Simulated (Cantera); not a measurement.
Input (Python, Cantera):

```python
import numpy as np
import cantera as ct

gas = ct.Solution("gri30.yaml")


def delay(T, t_max=10):
    gas.TPX = T, 44000, {'CH4': 1, 'O2': 1.33, 'N2': 5.01}
    reactor = ct.IdealGasReactor(gas, clone=False)
    net = ct.ReactorNet([reactor])
    net.rtol, net.atol = 1e-8, 1e-16
    while net.time < t_max:
        t_old, T_old = net.time, reactor.T
        net.step()
        if reactor.T > T + 400:  # ignition: a rise of 400 K
            return t_old + (T + 400 - T_old) / (reactor.T - T_old) * (net.time - t_old)
    return np.nan


taus = []
for T in [1000, 1075, 1150, 1225, 1300, 1375, 1450]:
    taus.append(delay(T))
    print(f"T0 = {T:6g} K   tau = {taus[-1]:.4e} s")
```

Output:

```
T0 =   1000 K   tau = 3.0305e+00 s
T0 =   1075 K   tau = 7.8860e-01 s
T0 =   1150 K   tau = 2.2919e-01 s
T0 =   1225 K   tau = 7.3546e-02 s
T0 =   1300 K   tau = 2.5763e-02 s
T0 =   1375 K   tau = 9.8201e-03 s
T0 =   1450 K   tau = 4.1001e-03 s
```

Computed with Cantera and GRI-Mech 3.0 (53 species, 325 reactions).
